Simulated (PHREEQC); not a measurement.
Solution (25 °C): 0.0026 mol/kgw H3PO4. Closed to the air; pH follows from the charge balance.

Model: ion-association model, wateq4f.dat, run in PHREEQC.

No solid was allowed to form.

Q: Estimate the pH.

A: pH 2.71.

Q: In which forms is P present?

A: H2PO4- 79 %, H3PO4 21 % of the P.

Species that the database lacks are ignored. H3PO4, which wateq4f.dat lacks, is added to it with the constant of phreeqc.dat.
